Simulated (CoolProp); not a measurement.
Vapour-liquid equilibrium of ethane (1) + hydrogen sulfide (2) at 266.9 K; x and y are mole fractions of (1).

Model: multi-fluid Helmholtz-energy mixture model, Bücker 2006 and Lemmon 2006; pair parameters Kunz 2012, in CoolProp.

Q: Give the bubble pressure and the first vapour's composition at x = 0.125, 0.2, 0.8. Is there an azeotrope?

A: x = 0.125: 1.377 MPa, y = 0.405; x = 0.2: 1.558 MPa, y = 0.491; x = 0.8: 2.069 MPa, y = 0.816. y crosses x between x = 0.8 and 0.875: the model has an azeotrope there.

The pair parameters rest on a limited set of measurements; away from them the model extrapolates.
